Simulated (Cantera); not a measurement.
Feed: 1 mol Si, 0.52 mol O2, 3.3 mol N2, at 1577 °C and 10.0 mbar.

Cantera equilibrium calculation (NASA polynomials, part measured and part estimated; ideal gas, pure solids and liquids). Candidate condensed phases: Si, SiO2, Si2N2O, Si3N4; 16 gas species. The tables hold silica as quartz up to 1696 K and as liquid above; real silica turns to tridymite and cristobalite and melts near 1996 K. Equilibrium is a limit: real reactors are often held back by kinetics, nucleation or transport.

Base state: N2 0.775, SiO 0.225 (mole fractions); condensed: SiO2(condensed).

### Question
What changes in the equilibrium state with this change: O2 from 0.52 to 0.0044 mol?

### Answer
| species | before | after |
|---|---|---|
| N2 | 0.775 | 0.997 |
| SiO | 0.225 | 0.00266 |
| Si | 6.10e-7 | 0.000645 |
| Si2N | <1e-9 | 3.76e-5 |
| SiN | 2.06e-8 | 2.47e-5 |
| SiO2(condensed), mol | 0.0400 | 0 |
| Si(l), mol | 0 | 0.989 |
The tables' values for SiN are old estimates; treat these amounts as uncertain.
